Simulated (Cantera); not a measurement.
## Ignition delay

Mixture: 9.07 % CH4, 2.27 % C2H6, 18.6 % O2, 70.1 % N2, equivalence ratio 1.4, at 760 Torr, adiabatic and at constant volume. Ignition delay is the time to a rise of 400 K.

Cantera simulation using GRI-Mech 3.0 (53 species, 325 reactions); the numbers are that mechanism's predictions, not measurements.

| T0 (K) | delay (ms) |
|---|---|
| 1125 | 9.12 |
| 1225 | 1.86 |
| 1325 | 0.593 |
| 1425 | 0.245 |
| 1525 | 0.114 |
| 1625 | 0.0577 |

The apparent activation energy between 1425 and 1625 K comes out as 140 kJ/mol.
